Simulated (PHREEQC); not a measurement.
Solution (90 °C): 10 mmol/kgw HF, 0.47 mmol/kgw Na2B4O7 and 8.5 mmol/kgw LiCl. Closed to the air; pH follows from the charge balance.

Computed with PHREEQC (ion-association model, phreeqc.dat).

This is a speciation only: nothing precipitates in the calculation.

**Question.** Order these B species by the share of B that they hold, largest first: BF2(OH)2-, H3BO3, BF3OH-, BF4-.

**Answer.** H3BO3 (69 %), BF4- (18 %), BF2(OH)2- (8.1 %), BF3OH- (4.0 %)

The pH is 3.01 and the ionic strength 0.0105 mol/kgw. Constants without temperature data keep their 25 °C values here. Real BF4- forms and hydrolyses slowly; the run takes it at equilibrium.
